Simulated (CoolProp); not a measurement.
Vapour-liquid equilibrium of CH2F2 (R32) (1) + R1234yf (2) at 183.8 K; x and y are mole fractions of (1).

The numbers come from the multi-fluid Helmholtz-energy mixture model, Tillner-Roth 1997 and Lemmon 2022; pair parameters Bell 2023 in CoolProp.

Task: Give the bubble pressure and the first vapour's composition at x = 0.2, 0.5, 0.8. Is there an azeotrope?

Result: x = 0.2: 0.005400 MPa, y = 0.615; x = 0.5: 0.007825 MPa, y = 0.804; x = 0.8: 0.008895 MPa, y = 0.890. No azeotrope shows between x = 0.05 and 0.95.

Pair parameters are fitted to limited data, so mixtures are less certain than the pure fluids.
